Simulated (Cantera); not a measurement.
Low-pressure radical oxidation in H2/O2

An isothermal, constant-pressure homogeneous reactor starts with H₂ : O₂ : N₂ = 0.01 : 1 : 3.1 (molar parts), equivalence ratio 0.0050, at 1050 K and 0.0263 atm.

Model: GRI-Mech 3.0 (53 species, 325 reactions), integrated in Cantera. Radical loss at walls, strong at low pressure, is not modelled.

| t (s) | x H₂ | x O₂ | x HO₂ | x O | x H₂O₂ | x H₂O |
|---|---|---|---|---|---|---|
| 2.00e-6 | 0.00243 | 0.243 | <1e-12 | <1e-12 | <1e-12 | <1e-12 |
| 7.82e-6 | 0.00243 | 0.243 | <1e-12 | <1e-12 | <1e-12 | <1e-12 |
| 3.06e-5 | 0.00243 | 0.243 | 1.29e-12 | <1e-12 | <1e-12 | <1e-12 |
| 0.000120 | 0.00243 | 0.243 | 5.08e-12 | 1.30e-12 | <1e-12 | <1e-12 |
| 0.000468 | 0.00243 | 0.243 | 2.00e-11 | 1.30e-11 | <1e-12 | 2.41e-12 |
| 0.00183 | 0.00243 | 0.243 | 7.98e-11 | 1.17e-10 | <1e-12 | 6.83e-11 |
| 0.00715 | 0.00243 | 0.243 | 4.03e-10 | 3.97e-9 | <1e-12 | 4.35e-9 |
| 0.0280 | 0.00200 | 0.243 | 1.32e-6 | 0.000269 | 1.65e-8 | 0.000340 |
| 0.109 | 6.54e-6 | 0.242 | 6.22e-7 | 0.000727 | 9.10e-9 | 0.00238 |
| 0.428 | 1.04e-6 | 0.242 | 2.54e-7 | 0.000126 | 6.93e-9 | 0.00242 |
| 1.67 | 9.14e-8 | 0.242 | 6.00e-8 | 1.22e-5 | 2.73e-9 | 0.00243 |
| 6.54 | 7.81e-9 | 0.242 | 9.75e-9 | 1.17e-6 | 4.65e-10 | 0.00243 |
| 25.6 | 9.24e-10 | 0.242 | 1.57e-9 | 1.53e-7 | 7.09e-11 | 0.00244 |
| 100 | 1.55e-10 | 0.242 | 3.28e-10 | 2.72e-8 | 1.32e-11 | 0.00244 |
x: mole fraction; the columns are a selection and need not sum to one.

Equilibrium at this temperature and pressure: H₂ 1.10e-11, O₂ 0.242, HO₂ 1.40e-10, O 2.03e-9, H₂O₂ 1.02e-12, H₂O 0.00244 (gas phase only).
